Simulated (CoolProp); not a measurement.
Vapour-liquid equilibrium of R22 (1) + R134a (2) at 2380 kPa; x and y are mole fractions of (1).

Model: multi-fluid Helmholtz-energy mixture model, Kamei 1995 and Tillner-Roth 1994; pair parameters Bell 2016, in CoolProp.

| x | bubble temperature, mixture model (°C) | bubble temperature, Raoult's law (°C) | y, mixture model | y, Raoult's law |
|---|---|---|---|---|
| 0.05 | 74.2 | 74.4 | 0.062 | 0.069 |
| 0.125 | 72.6 | 73.0 | 0.152 | 0.167 |
| 0.2 | 71.1 | 71.7 | 0.239 | 0.261 |
| 0.275 | 69.7 | 70.4 | 0.321 | 0.349 |
| 0.35 | 68.3 | 69.1 | 0.401 | 0.433 |
| 0.425 | 67.0 | 67.9 | 0.477 | 0.512 |
| 0.5 | 65.8 | 66.7 | 0.551 | 0.588 |
| 0.575 | 64.7 | 65.5 | 0.623 | 0.659 |
| 0.65 | 63.6 | 64.3 | 0.693 | 0.727 |
| 0.725 | 62.5 | 63.1 | 0.761 | 0.791 |
| 0.8 | 61.5 | 62.0 | 0.828 | 0.852 |
| 0.875 | 60.6 | 60.9 | 0.893 | 0.910 |
| 0.95 | 59.7 | 59.8 | 0.957 | 0.965 |

The largest gap from Raoult's law is -0.9 K in bubble temperature, at x = 0.425. No azeotrope shows between x = 0.05 and 0.95.

Pair parameters are fitted to limited data, so mixtures are less certain than the pure fluids.
